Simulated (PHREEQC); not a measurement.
1 kg of water holding 0.014 mol NaHCO3 meets 20 L of dry gas (CO2 0.79, H2 0.21 by moles) at fixed total pressure, at 1 atm; fugacities by Peng-Robinson. The gases take part in no redox reaction, some water evaporates into the gas, and hydrates or a liquid gas phase aren't modelled. Precipitation was switched off in this run.

Computed with PHREEQC (ion-association model, phreeqc.dat).

| T (°C) | dissolved CO2 (all carbonate carbon) (mol/kgw) | φ of CO2 | p of CO2 (atm) | dissolved H2 (mol/kgw) | φ of H2 | p of H2 (atm) | pH |
|---|---|---|---|---|---|---|---|
| 10 | 0.0551 | 0.994 | 0.770 | 0.000192 | 1.003 | 0.218 | 5.94 |
| 20 | 0.0437 | 0.994 | 0.764 | 0.000173 | 1.003 | 0.212 | 6.00 |
| 30 | 0.0363 | 0.995 | ? | 0.000160 | 1.003 | 0.207 | ? |
| 40 | 0.0312 | 0.995 | 0.728 | 0.000148 | 1.002 | 0.199 | ? |
| 50 | 0.0274 | 0.996 | 0.690 | 0.000137 | 1.002 | 0.187 | 6.25 |
| 60 | 0.0244 | 0.996 | ? | 0.000124 | 1.002 | 0.171 | ? |
| 70 | 0.0218 | 0.997 | 0.545 | 0.000107 | 1.003 | 0.147 | ? |
| 80 | 0.0194 | 0.998 | 0.420 | 8.38e-5 | 1.003 | 0.113 | 6.71 |

Q: Some entries are withheld; supply them.

A: 
- 30, p of CO2 (atm): 0.751
- 30, pH: 6.07
- 40, pH: 6.16
- 60, p of CO2 (atm): 0.632
- 60, pH: 6.37
- 70, pH: 6.51

At this temperature some constants are extrapolated from 25 °C, and those without enthalpy data are left unchanged.
